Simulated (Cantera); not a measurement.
What does this Cantera script print?

```python
import numpy as np
import cantera as ct

gas_names = """
    Fe FeO Fe(OH)2 H HO2 H2 H2O H2O2 O OH O2 O3
""".split()
cond_names = """
    Fe(a) Fe(c) Fe(d) Fe(L) FeO(s) FeO(L) Fe(OH)2(s) Fe(OH)3(s) Fe2O3(s) Fe3O4(s) H2O(s) H2O(L)
""".split()


def load(file, names, dense=False):
    # The tables refer to 1 bar. Condensed volumes are neglected.
    table = {s.name: s for s in ct.Species.list_from_file(file)}
    out = []
    for n in names:
        d = dict(table[n].input_data)
        d["thermo"] = dict(d["thermo"], **{"reference-pressure": 1e5})
        if dense:
            d["equation-of-state"] = {"model": "constant-volume", "density": "1e6 g/cm^3"}
        out.append(ct.Species.from_dict(d))
    return out


gas = ct.Solution(thermo="ideal-gas", species=load("nasa_gas.yaml", gas_names))
cond = {s.name: ct.Solution(thermo="fixed-stoichiometry", species=[s], name=s.name)
        for s in load("nasa_condensed.yaml", cond_names, dense=True)}
atoms = {
    'Fe3O4': {'Fe': 3, 'O': 4},
    'H2': {'H': 2},
}
top_T = {'Fe2O3(s)': 1830, 'Fe3O4(s)': 1870}  # K; cautious upper limits of use, not melting points


def equilibrate(T, P, feed):
    n = {}
    for name, mol in feed.items():
        for a, k in atoms[name].items():
            n[a] = n.get(a, 0.0) + k * mol
    gas.TPX = T, P, n
    mass = sum(n.values()) * gas.mean_molecular_weight
    gas.equilibrate("TP")
    valid = [c for c in cond.values() if c.min_temp <= T <= top_T.get(c.name, c.max_temp)]
    mix = ct.Mixture([(gas, mass / gas.mean_molecular_weight)] + [(c, 0.0) for c in valid])
    mix.T, mix.P = T, P
    mix.equilibrate("TP", solver="vcs", rtol=1e-11, max_steps=5000)
    return mix


results = []
feed = {'Fe3O4': 1, 'H2': 7}  # mol
P = 1900  # Pa
for T in [1100, 1200, 1300, 1400, 1500, 1600, 1700, 1800, 1900, 2000, 2100, 2200]:
    mix = equilibrate(T, P, feed)
    results.append((T, P, feed, dict(zip(mix.species_names, mix.species_moles))))

top = {s: max(r[3][s] / sum(r[3][g] for g in gas_names) for r in results) for s in gas_names}
cols = sorted((s for s in top if top[s] > 1e-05), key=lambda s: -top[s])[:7]
seen = [c for c in cond_names if any(r[3].get(c, 0) > 1e-12 for r in results)]
print("log10 of partial pressures in bar; condensed amounts in mol")
print(f"{'T/K':>10s}" + "".join(f"{s[:9]:>10s}" for s in cols + seen))
for T, P, feed, n in results:
    ng = sum(n[g] for g in gas_names)
    print(f"{T:10.4g}" + "".join(f"{np.log10(max(n[s] / ng * P / 1e5, 1e-99)):10.3f}" for s in cols)
          + "".join(f"{n.get(c, 0):10.4g}" for c in seen))
```

Output:

```
log10 of partial pressures in bar; condensed amounts in mol
       T/K        H2       H2O        Fe         H       FeO        OH   Fe(OH)2     Fe(a)     Fe(c)     Fe(d)     Fe(L)    FeO(s)    FeO(L)
      1100    -1.810    -2.455   -11.899    -8.492   -15.961   -11.489    -9.545    0.2911         0         0         0     2.709         0
      1200    -1.827    -2.385   -10.304    -7.619   -13.961   -10.274    -8.759         0    0.5188         0         0     2.481         0
      1300    -1.844    -2.329    -8.962    -6.878   -12.277    -9.247    -8.099         0     0.728         0         0     2.272         0
      1400    -1.860    -2.285    -7.815    -6.243   -10.840    -8.370    -7.540         0    0.9095         0         0     2.091         0
      1500    -1.873    -2.251    -6.824    -5.691    -9.602    -7.614    -7.060         0     1.065         0         0     1.935         0
      1600    -1.885    -2.224    -5.960    -5.207    -8.523    -6.954    -6.644         0     1.198         0         0     1.802         0
      1700    -1.889    -2.218    -5.201    -4.776    -7.600    -6.392    -6.318         0         0     1.232         0         0     1.766
      1800    -1.886    -2.228    -4.531    -4.389    -6.805    -5.911    -6.068         0         0     1.177         0         0     1.811
      1900    -1.891    -2.226    -3.953    -4.046    -6.098    -5.467    -5.836         0         0         0     1.167         0     1.791
      2000    -1.901    -2.230    -3.438    -3.740    -5.467    -5.069    -5.633         0         0         0     1.091         0     1.769
      2100    -1.924    -2.247    -2.975    -3.469    -4.899    -4.716    -5.466         0         0         0    0.8242         0     1.752
      2200    -1.978    -2.297    -2.557    -3.239    -4.386    -4.412    -5.349         0         0         0   0.02368         0     1.732
```

Cantera equilibrium calculation (NASA polynomials, part measured and part estimated; ideal gas, pure solids and liquids). Each liquid is taken as pure. Mutual solubility and eutectic melting of coexisting phases are not modelled. The tables' stoichiometric FeO is somewhat more stable than real wüstite, so its field is too wide. FeO: taken at fixed stoichiometry.
